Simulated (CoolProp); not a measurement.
A Linde-Hampson liquefier for ethylene: isothermal reversible compression at 290 K from 1 atm to 25 MPa, throttling to 1 atm, return gas leaving the recuperator 2 K below the feed. Each further row changes one setting.

Model: reference Helmholtz-energy equation of state, Smukala 2000, in CoolProp.

```
case                        liquid yield per pass  compression work (kJ/kg of gas)
--------------------------  ---------------------  -------------------------------
as stated                                   0.507                              362
high pressure 50 MPa                        0.488                              416
warm-end temperature 320 K                  0.423                              432
warm-end gap 7 K                            0.502                              362
```
